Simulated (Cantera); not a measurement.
A Cantera script and what it prints.

```python
import numpy as np
import cantera as ct

gas_names = """
    AL ALH ALN ALO ALOH ALO2 ALO2H AL2 AL2O AL2O2 H HALO HNO HNO2 HNO3 HO2 H2 H2O H2O2 N NH NH2 NH3
    NH2OH NO NO2 NO3 N2 N2H2 N2H4 N2O O OH O2 O3
""".split()
cond_names = """
    AL(cr) AL(L) ALN(s) AL2O3(a) AL2O3(L) H2O(s) H2O(L)
""".split()


def load(file, names, dense=False):
    # The tables refer to 1 bar. Condensed volumes are neglected.
    table = {s.name: s for s in ct.Species.list_from_file(file)}
    out = []
    for n in names:
        d = dict(table[n].input_data)
        d["thermo"] = dict(d["thermo"], **{"reference-pressure": 1e5})
        if dense:
            d["equation-of-state"] = {"model": "constant-volume", "density": "1e6 g/cm^3"}
        out.append(ct.Species.from_dict(d))
    return out


gas = ct.Solution(thermo="ideal-gas", species=load("nasa_gas.yaml", gas_names))
cond = {s.name: ct.Solution(thermo="fixed-stoichiometry", species=[s], name=s.name)
        for s in load("nasa_condensed.yaml", cond_names, dense=True)}
atoms = {
    'AlN': {'AL': 1, 'N': 1},
    'H2O': {'H': 2, 'O': 1},
    'N2': {'N': 2},
    'H2': {'H': 2},
}
top_T = {'ALN(s)': 2750}  # K; cautious upper limits of use, not melting points


def equilibrate(T, P, feed):
    n = {}
    for name, mol in feed.items():
        for a, k in atoms[name].items():
            n[a] = n.get(a, 0.0) + k * mol
    gas.TPX = T, P, n
    mass = sum(n.values()) * gas.mean_molecular_weight
    gas.equilibrate("TP")
    valid = [c for c in cond.values() if c.min_temp <= T <= top_T.get(c.name, c.max_temp)]
    mix = ct.Mixture([(gas, mass / gas.mean_molecular_weight)] + [(c, 0.0) for c in valid])
    mix.T, mix.P = T, P
    mix.equilibrate("TP", solver="vcs", rtol=1e-11, max_steps=5000)
    return mix


results = []
T = 1025  # K
P = 1000  # Pa
for m in [1.2, 3.3, 5.4, 7.4, 9.5, 12, 14, 16]:
    feed = {'AlN': 1, 'H2O': m, 'N2': 0.93, 'H2': 25}  # mol
    mix = equilibrate(T, P, feed)
    results.append((T, P, feed, dict(zip(mix.species_names, mix.species_moles))))

top = {s: max(r[3][s] / sum(r[3][g] for g in gas_names) for r in results) for s in gas_names}
cols = sorted((s for s in top if top[s] > 0.001), key=lambda s: -top[s])[:7]
seen = [c for c in cond_names if any(r[3].get(c, 0) > 1e-12 for r in results)]
print("log10 of partial pressures in bar; condensed amounts in mol")
print(f"{'n(H2O)':>10s}" + "".join(f"{s[:9]:>10s}" for s in cols + seen))
for T, P, feed, n in results:
    ng = sum(n[g] for g in gas_names)
    print(f"{feed['H2O']:10.4g}" + "".join(f"{np.log10(max(n[s] / ng * P / 1e5, 1e-99)):10.3f}" for s in cols)
          + "".join(f"{n.get(c, 0):10.4g}" for c in seen))
```

Output:

```
log10 of partial pressures in bar; condensed amounts in mol
    n(H2O)        H2       H2O        N2    ALN(s)  AL2O3(a)
       1.2    -2.022    -9.271    -3.316       0.2       0.4
       3.3    -2.050    -3.218    -3.318         0       0.5
       5.4    -2.080    -2.912    -3.348         0       0.5
       7.4    -2.106    -2.758    -3.374         0       0.5
       9.5    -2.132    -2.652    -3.400         0       0.5
        12    -2.161    -2.563    -3.429         0       0.5
        14    -2.183    -2.510    -3.451         0       0.5
        16    -2.204    -2.466    -3.472         0       0.5
```

These are equilibrium values from Cantera (NASA tables, ideal gas, pure condensed phases), not measurements of a reactor. Mutual solubility and eutectic melting of coexisting phases are not modelled.
